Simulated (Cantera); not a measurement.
A Cantera script and what it prints.

```python
import numpy as np
import cantera as ct

gas_names = [...]  # 123 gases of nasa_gas.yaml made of C, H, O, Si
cond_names = """
    C(gr) C6H6(L) C7H8(L) C8H18(L),n-octa H2O(s) H2O(L) Si(cr) Si(L) SiC(b) SiO2(Lqz) SiO2(hqz) SiO2(L)
""".split()


# ... load() reads the species with a 1 bar reference pressure and builds the phases ...
atoms = {
    'HMDSO': {'Si': 2, 'C': 6, 'H': 18, 'O': 1},
    'O3': {'O': 3},
}
top_T = {'C(gr)': 4500, 'SiC(b)': 3050}  # K; cautious upper limits of use, not melting points


# ... equilibrate(T, P, feed) seeds the gas with the atoms and calls Mixture.equilibrate('TP', solver="vcs", rtol=1e-11, max_steps=5000) ...
results = []
feed = {'HMDSO': 1, 'O3': 0.38}  # mol
T = 1925  # K
P = 10000  # Pa
mix = equilibrate(T, P, feed)
results.append((T, P, feed, dict(zip(mix.species_names, mix.species_moles))))
print(gas.report(threshold=0.001))
for i in range(1, mix.n_phases):
    print(f"{mix.phase(i).name:16s} {mix.phase_moles(i):12.5e} mol")
```

It prints:

```
       temperature   1925 K
          pressure   10000 Pa
           density   0.0043945 kg/m^3
  mean mol. weight   7.0335 kg/kmol
   phase of matter   gas

                          1 kg             1 kmol
                     ---------------   ---------------
          enthalpy         4.348e+06        3.0582e+07  J
   internal energy        2.0725e+06        1.4577e+07  J
           entropy             31857        2.2407e+05  J/K
    Gibbs function       -5.6977e+07       -4.0075e+08  J
 heat capacity c_p            4883.8             34350  J/K
 heat capacity c_v            3701.7             26036  J/K

                      mass frac. Y      mole frac. X     chem. pot. / RT
                     ---------------   ---------------   ---------------
                CO           0.75809           0.19036            -38.44
                 H        0.00038873         0.0027125           -10.939
                H2           0.23074           0.80503           -21.879
               SiO         0.0092739         0.0014796           -44.614
     [ +119 minor]         0.0015039        0.00041923

C(gr)             1.88452e+00 mol
Si(L)             0.00000e+00 mol
SiC(b)            1.98337e+00 mol
SiO2(L)           0.00000e+00 mol
```

Cantera equilibrium calculation (NASA polynomials, part measured and part estimated; ideal gas, pure solids and liquids). The feed counts by its element totals alone.
